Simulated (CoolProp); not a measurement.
Aqueous propylene glycol as a coolant, at 30 °C, 1 atm.

Computed with CoolProp (Melinder's fits for secondary coolants).

```
mass %  freezing point (°C)  Prandtl number  cp (kJ/(kg K))  density (kg/m³)  viscosity (mPa s)
------  -------------------  --------------  --------------  ---------------  -----------------
5                      -1.2            6.67           4.131                ?              0.946
10.3                      ?               ?           4.085             1003                  ?
15.6                      ?            10.1           4.039             1007               1.31
20.9                   -7.6            12.4               ?             1012               1.55
26.2                  -10.5            15.4           3.931             1016               1.85
31.5                  -13.8            19.2           3.864             1020               2.22
36.8                  -17.8            24.0           3.789             1024               2.66
42.1                      ?            29.8           3.705             1028               3.19
```

### Question
Complete the blanks.

### Answer

- 5, density (kg/m³): 999.6
- 10.3, freezing point (°C): -3.0
- 10.3, Prandtl number: 8.21
- 10.3, viscosity (mPa s): 1.12
- 15.6, freezing point (°C): -5.1
- 20.9, cp (kJ/(kg K)): 3.989
- 42.1, freezing point (°C): -22.6
